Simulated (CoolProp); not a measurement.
Computed with CoolProp (reference Helmholtz-energy equation of state, Span 2000).

Problem. For nitrogen, give the phase and the density (kg/m³), expansivity (1/kK) at 529.4 K and 86 bar.

Solution. 
- 529.4 K and 86 bar: supercritical; density 52.7, expansivity 1.90
